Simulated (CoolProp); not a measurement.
Vapour-liquid equilibrium of R134a (1) + R142b (2) at 192.8 K; x and y are mole fractions of (1).

The numbers come from the multi-fluid Helmholtz-energy mixture model, Tillner-Roth 1994 and Lemmon 2006; pair parameters Bell 2016 in CoolProp.

```tsv
x	bubble pressure, mixture model (MPa)	bubble pressure, Raoult's law (MPa)	y, mixture model	y, Raoult's law
0.05	0.001697	0.001639	0.139	0.109
0.15	0.001995	0.001842	0.341	0.291
0.25	___	0.002045	0.483	0.436
0.35	0.002504	0.002248	0.588	0.555
0.45	0.002717	0.002451	___	0.655
0.55	0.002907	0.002654	0.738	0.739
0.65	0.003078	0.002857	0.798	0.812
0.75	___	0.003060	0.854	0.874
0.85	0.003375	0.003263	0.909	0.929
0.95	0.003506	0.003466	0.968	0.978
```

Q: Some entries are withheld; supply them.

A: 
- 0.25, bubble pressure, mixture model (MPa): 0.002263
- 0.45, y, mixture model: 0.670
- 0.75, bubble pressure, mixture model (MPa): 0.003233

The largest gap from Raoult's law is +11.4 % in bubble pressure, at x = 0.35. No azeotrope shows between x = 0.05 and 0.95.

Pair parameters are fitted to limited data, so mixtures are less certain than the pure fluids.
